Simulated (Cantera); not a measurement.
Feed: 1 mol BN, 4.2 mol H₂O, 2.3 mol H₂, held at 0.0133 bar.

These are equilibrium values from Cantera (NASA tables, ideal gas, pure condensed phases), not measurements of a reactor. Candidate condensed phases: B, BN, B₂O₃, B₃O₃H₃, H₂O; 39 gas species. Gases not in the tables: H₃BO₃. Rates play no part.

x: gas mole fraction; n: condensed amount in mol.

```tsv
T (K)	x H₂	x H₂O	x HBO₂	x N₂	x B₂O₃	n B₂O₃(l)
1048	0.543	0.385	0.000367	0.0714	2.24e-9	0.492
1098	0.543	0.384	0.000905	0.0714	1.77e-8	0.492
1148	0.542	0.384	0.00205	0.0714	1.16e-7	0.489
1198	0.542	0.382	0.00433	0.0713	6.46e-7	0.481
1248	0.541	0.379	0.00855	0.0711	3.11e-6	0.467
1298	0.539	0.374	0.0159	0.0709	1.32e-5	0.441
1348	0.535	0.366	0.0281	0.0704	5.01e-5	___
1398	0.530	0.353	0.0471	0.0697	0.000172	___
1448	0.522	0.333	0.0752	0.0687	0.000539	___
1498	0.511	0.306	0.114	0.0672	0.00156	___
```

Problem. Some entries are withheld; supply them.

Solution. 
- 1348, n B₂O₃(l): 0.398
- 1398, n B₂O₃(l): 0.328
- 1448, n B₂O₃(l): 0.221
- 1498, n B₂O₃(l): 0.0627
